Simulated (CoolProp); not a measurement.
The fluid at 357.03 K and 2.9 MPa flows at 0.51 m/s in a round tube of 4.6 mm bore and 15 µm roughness, fully developed (64/Re and Nu = 3.66 if laminar; Colebrook and Gnielinski if turbulent). The same conditions are run with several fluids, on thermodynamics alone (safety and materials aside).

Computed with CoolProp (reference Helmholtz-energy equation of state of each fluid (R13: Platzer 1990; R404A: Lemmon 2003; ethane: Bücker 2006; R143a: Lemmon and Jacobsen 2000; C2F6 (R116): Lemmon 2006)). The equations of Platzer and Polt are older, rougher fits. Blends and air are pseudo-pure fits.

Task: Rank R13, R404A, ethane, R143a, C2F6 (R116) by Reynolds number, highest first.

Result: C2F6 (R116) (19600), R404A (18600), R143a (17700), R13 (15500), ethane (6640)

| fluid | Darcy friction factor | pressure drop (Pa/m) | heat-transfer coefficient (W/(m² K)) | mass flow (kg/h) |
|---|---|---|---|---|
| R13 | 0.0330 | 113 | 221 | 3.68 |
| R404A | 0.0322 | 125 | 357 | 4.19 |
| ethane | 0.0384 | 36.7 | 175 | 1.03 |
| R143a | 0.0324 | 109 | 359 | 3.62 |
| C2F6 (R116) | 0.0320 | 146 | 323 | 4.94 |

Transport values come from each fluid's own correlations; those of R13, R143a, C2F6 (R116) are estimates that may be off by 10 % or more.
